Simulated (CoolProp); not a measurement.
A simple Rankine cycle with R236FA: condensing at 330.15 K, boiler at 1.82 MPa, turbine inlet 372.2 K, turbine efficiency 0.85, pump efficiency 0.8, no recuperator. Each further row changes one setting.

Values from CoolProp's reference Helmholtz-energy equation of state, Pan 2012.

```csv
case,thermal efficiency (%),net work (kJ/kg),heat in (kJ/kg),turbine exit temperature (K),volume ratio over the turbine
as stated,7.3,10.7,146,340.7,3.07
turbine inlet 392.2 K,7.3,12.5,172,364.6,2.85
condensing temperature 322.15 K,8.6,13.5,157,335.2,3.87
boiler pressure 1.27 MPa,4.9,7.69,158,355.8,1.90
turbine efficiency 0.75,6.4,9.29,146,342.1,3.09
```
